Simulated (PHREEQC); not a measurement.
A solution holds 0.014 mol/kgw HF, 0.0046 mol/kgw H2SiF6, 0.02 mol/kgw H3BO3 and 0.04 mol/kgw HNO3, at 50 °C. Closed to the air; pH follows from the charge balance.

The numbers come from PHREEQC with the ion-association model, wateq4f.dat.

```tsv
quantity	before	after
pH	1.38	1.36
HF (mol/kgw)	0.00768	0.00334
BF4- (mol/kgw)	0.00646	0.00477
H4SiO4 (mol/kgw)	0.00362	0.00168
SiF6-2 (mol/kgw)	0.000982	0.00292
SI of SiO2(a) (SiO2)	+0.09	+0.03
```

Q: What was changed between the two runs?
A. HNO3 from 0.04 to 0.036 mol/kgw
B. temperature from 50 to 85 °C
C. HNO3 left out
D. temperature from 50 to 15 °C

A: D, temperature from 50 to 15 °C

Precipitation was switched off in this run. Some of these states are supersaturated (in SiO2(a), Quartz (slow to form), Chalcedony (slow to form), for instance). At this temperature some constants are extrapolated from 25 °C, and those without enthalpy data are left unchanged. SiF6-2 is the database's only silicon fluoride. Real BF4- forms and hydrolyses slowly; the run takes it at equilibrium.
